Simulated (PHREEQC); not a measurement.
Dissolve 0.011 mol KHSO4 per kg of water at 80 °C. Closed to the air; pH follows from the charge balance.

Model: ion-association model, phreeqc.dat, run in PHREEQC.

Precipitation was switched off in this run.

### Question
Estimate the pH.

### Answer
pH 2.33.

### Question
In which forms is S present?

### Answer
HSO4- 52 %, SO4-2 44 %, KSO4- 4.0 % of the S.

At this temperature some constants are extrapolated from 25 °C, and those without enthalpy data are left unchanged.
